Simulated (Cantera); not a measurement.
A closed system holds: 1 mol FeS2, 150 mol H2, equilibrated at 1475 K and 27.8 Torr.

Cantera equilibrium calculation (NASA polynomials, part measured and part estimated; ideal gas, pure solids and liquids). Candidate condensed phases: Fe, FeS, FeS2, S; 8 gas species. Kinetics and transport are ignored.

Base state: H2 0.987, H2S 0.0126, S2 0.000260, SH 0.000234, H 6.70e-5 (mole fractions); condensed: Fe(γ).

**Question.** What changes in the equilibrium state with this change: pressure from 27.8 Torr to 0.143 Torr?

**Answer.** 
| species | before | after |
|---|---|---|
| H2 | 0.987 | 0.990 |
| S2 | 0.000260 | 0.00425 |
| H2S | 0.0126 | 0.00366 |
| Fe | 2.36e-6 | 0.000460 |
| S | 2.54e-6 | 0.000143 |
| H | 6.70e-5 | 0.000936 |
| SH | 0.000234 | 0.000950 |
| Fe(γ), mol | 1.000 | 0.931 |
